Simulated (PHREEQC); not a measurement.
1 kg of water holding 0.006 mol/kgw NaCl and 0.13 mol/kgw Na2SO4 is evaporated at 25 °C; the solids stay in contact with the brine. CO2 from the air is kept out. Solids allowed: Halite, Mirabilite, Thenardite. Others were left out.

Computed with PHREEQC (Pitzer model, pitzer.dat).

Question: Predict ionic strength, Na in solution (mol/kgw) at water left (kg) = 0.1156, 0.07809, 0.008531.

Answer: 
```
water left (kg)  ionic strength  Na in solution (mol/kgw)
---------------  --------------  ------------------------
0.1156                     3.43                      2.30
0.07809                    5.07                      3.41
0.008531                   5.88                      4.16
```

Complexes and solids missing from the database can't appear.
